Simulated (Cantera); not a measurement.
Feed: 1 mol CH3SiH3, 130 mol H2, held at 133 Pa.

Cantera equilibrium calculation (NASA polynomials, part measured and part estimated; ideal gas, pure solids and liquids). Candidate condensed phases: C, C6H6, C7H8, C8H18, Si, SiC; 87 gas species. The feed counts by its element totals alone. Gases not in the tables: Si2H6 and higher silanes. The numbers say what is thermodynamically allowed, not how fast it happens.

x: gas mole fraction; n: condensed amount in mol.

```
T (K)   x H2      x H      x Si  x C2H2 (acetylene)  n SiC(s)  n C(graphite)
-----  -----  -------  --------  ------------------  --------  -------------
1698   0.996  0.00395   1.92e-5          (withheld)     0.997              0
1773   0.992  0.00776   6.72e-5          (withheld)     0.990              0
1848   0.985   0.0144  0.000212          (withheld)     0.969              0
1923   0.974   0.0255  0.000612          (withheld)     0.910              0
1998   0.954   0.0429   0.00174          (withheld)     0.734         0.0424
2073   0.924   0.0692   0.00532          (withheld)     0.148          0.425
2148   0.884    0.107   0.00621          (withheld)         0          0.362
2223   0.831    0.160   0.00603             0.00241         0         0.0966
2298   0.762    0.229   0.00585             0.00259         0              0
2373   0.677    0.315   0.00563             0.00244         0              0
```

Problem. Fill in the missing entries.

Solution. 
- 1698, x C2H2 (acetylene): 1.02e-5
- 1773, x C2H2 (acetylene): 3.55e-5
- 1848, x C2H2 (acetylene): 0.000111
- 1923, x C2H2 (acetylene): 0.000316
- 1998, x C2H2 (acetylene): 0.000724
- 2073, x C2H2 (acetylene): 0.00113
- 2148, x C2H2 (acetylene): 0.00169
